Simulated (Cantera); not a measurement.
A freely propagating, adiabatic, planar premixed flame of 35.3 % H2, 13.6 % O2, 51.1 % N2, unburnt at 698 K and 0.260 bar; mixture-averaged transport, grid criteria slope 0.08 and curve 0.16, no radiation.

Model: the H2/O2 subset of GRI-Mech 3.0, which has no nitrogen chemistry, integrated in Cantera. Burning velocities carry a grid error of a few per cent, more on coarse grids.

Task: Predict: laminar burning velocity; thermal thickness; peak x(H2O2); peak x(OH); peak x(O); peak x(H).

Result: 
- laminar burning velocity: 988 cm/s
- thermal thickness: 2.94 mm
- peak x(H2O2): 1.20e-6
- peak x(OH): 0.0171
- peak x(O): 0.0126
- peak x(H): 0.113
